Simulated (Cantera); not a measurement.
Mixture: CH4 : C2H6 : C3H8 : O2 : N2 = 1 : 0.29 : 1.1 : 17.4 : 74.7 (molar parts), equivalence ratio 0.49, at 6830 Torr, adiabatic and at constant pressure. Ignition delay is the time to a rise of 400 K.

Model: GRI-Mech 3.0 (53 species, 325 reactions), integrated in Cantera. GRI-Mech 3.0 was tuned for natural gas; its chemistry of propane as a main component is partial and can be far from experiment.

**Question.** What does this change do: O2 17.4 to 22 parts?

**Answer.** 
```csv
quantity,before,after
delay at 1225 K,0.654 ms,0.566 ms
delay at 1325 K,0.164 ms,0.143 ms
delay at 1425 K,49.6 µs,44.1 µs
delay at 1525 K,18.5 µs,16.7 µs
apparent activation energy between 1475 and 1575 K,170 kJ/mol,170 kJ/mol
```
